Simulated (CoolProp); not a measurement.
A single-stage vapour-compression cycle with the fluid: evaporating at 311.15 K (dew point), condensing at 379.15 K (bubble point), superheat 0 K, subcooling 8 K, compressor efficiency 0.6, no pressure losses. The same conditions are run with several fluids, on thermodynamics alone (safety and materials aside).

Model: reference Helmholtz-energy equation of state of each fluid (hexamethyldisiloxane (MM): Thol 2016; isobutene: Lemmon 2005; n-butane: Bücker 2006; R1233zd(E): Akasaka 2022; R236EA: Rui 2013; R1336mzz(E): Akasaka 2023), in CoolProp.

| fluid | cooling COP | pressure ratio | discharge temperature (K) | refrigerating effect (kJ/kg) | volumetric capacity (kJ/m³) |
|---|---|---|---|---|---|
| hexamethyldisiloxane (MM) | 1.74 | (withheld) | 379.2 | (withheld) | (withheld) |
| isobutene | 1.82 | 4.62 | (withheld) | 183 | 1990 |
| n-butane | 1.82 | 4.79 | 383.6 | 183 | 1630 |
| R1233zd(E) | 1.97 | 5.86 | (withheld) | 106 | 1170 |
| R236EA | 1.63 | 5.64 | 379.1 | 66.5 | 1370 |
| R1336mzz(E) | (withheld) | 5.69 | 379.7 | 56.8 | 1200 |

Problem. Complete the blanks.

Solution. 
- hexamethyldisiloxane (MM), pressure ratio: 11.4
- hexamethyldisiloxane (MM), refrigerating effect (kJ/kg): 102
- hexamethyldisiloxane (MM), volumetric capacity (kJ/m³): 67.4
- isobutene, discharge temperature (K): 389.0
- R1233zd(E), discharge temperature (K): 389.8
- R1336mzz(E), cooling COP: 1.54

The compression ends wet for: hexamethyldisiloxane (MM); R236EA.
